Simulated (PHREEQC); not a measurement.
Consider water at 25 °C with 0.0081 mol/kgw KBr, 0.00047 mol/kgw Mn(NO3)2 and 0.00042 mol/kgw HBF4. Closed to the air; pH follows from the charge balance.

Computed with PHREEQC (ion-association model, wateq4f.dat).

This is a speciation only: nothing precipitates in the calculation.

Question: Estimate the pH.

Answer: pH 3.12.

Question: In which forms is B present?

Answer: H3BO3 95 %, BF4- 2.3 %, BF2(OH)2- 1.8 %, BF3OH- 1.0 % of the B.

Real BF4- forms and hydrolyses slowly; the run takes it at equilibrium.
